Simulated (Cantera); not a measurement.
A perfectly stirred reactor is fed with H2 : O2 = 0.044 : 1 (molar parts), equivalence ratio 0.022, at 160 Pa; it is held at 1450 K, and followed from long to short residence time.

Computed with Cantera and the H2/O2 subset of GRI-Mech 3.0, which has no nitrogen chemistry. Radical loss at walls, strong at low pressure, is not modelled. The temperature is held fixed by assumption; the heat of reaction is taken as removed at once.

**Question.** What does this change do: H2 0.044 to 0.31 parts?

**Answer.** 
```csv
quantity,before,after
x(H2) at τ = 9.70 s,0.000342,0.00344
x(O2) at τ = 9.70 s,0.938,0.707
x(OH) at τ = 9.70 s,0.00424,0.0118
x(H2O) at τ = 9.70 s,0.0394,0.250
x(HO2) at τ = 9.70 s,1.33e-7,5.94e-7
x(H2) at τ = 93.0 ms,0.00113,0.0143
x(O2) at τ = 93.0 ms,0.921,0.621
x(OH) at τ = 93.0 ms,0.00602,0.0220
x(H2O) at τ = 93.0 ms,0.0360,0.180
x(HO2) at τ = 93.0 ms,1.74e-7,6.34e-7
```

**Question.** What does this change do: pressure from 160 Pa to 1330 Pa?

**Answer.** 
```csv
quantity,before,after
x(H2) at τ = 9.70 s,0.000342,3.66e-5
x(O2) at τ = 9.70 s,0.938,0.955
x(OH) at τ = 9.70 s,0.00424,0.00130
x(H2O) at τ = 9.70 s,0.0394,0.0423
x(HO2) at τ = 9.70 s,1.33e-7,2.72e-7
x(H2) at τ = 93.0 ms,0.00113,0.000477
x(O2) at τ = 93.0 ms,0.921,0.935
x(OH) at τ = 93.0 ms,0.00602,0.00459
x(H2O) at τ = 93.0 ms,0.0360,0.0388
x(HO2) at τ = 93.0 ms,1.74e-7,1.17e-6
```
